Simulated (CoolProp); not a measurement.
The numbers come from the reference Helmholtz-energy equation of state, Lemmon 2004 in CoolProp. It is a short technical equation, of lower accuracy than the large ones.

Give the vapour pressure (kPa), vapour density (kg/m³), enthalpy of vaporisation (kJ/kg), liquid cp (kJ/(kg K)) of saturated n-dodecane at 120.35 °C.


| T (°C) | p (kPa) | vapour density (kg/m³) | enthalpy of vaporisation (kJ/kg) | liquid cp (kJ/(kg K)) |
|---|---|---|---|---|
| 120.35 | 4.99 | 0.262 | 310 | 2.57 |
